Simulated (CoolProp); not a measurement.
Properties of hexamethyldisiloxane (MM) at several states.

The numbers come from the reference Helmholtz-energy equation of state, Thol 2016 in CoolProp.

| T (K) | p (MPa) | phase | isothermal compressibility (1/MPa) | expansivity (1/kK) |
|---|---|---|---|---|
| 245.8 | 0.134 | liquid | 0.001343 | 1.249 |
| 519.8 | 0.243 | gas | 4.320 | 2.267 |
| 321.4 | 0.0117 | gas | 86.56 | 3.269 |
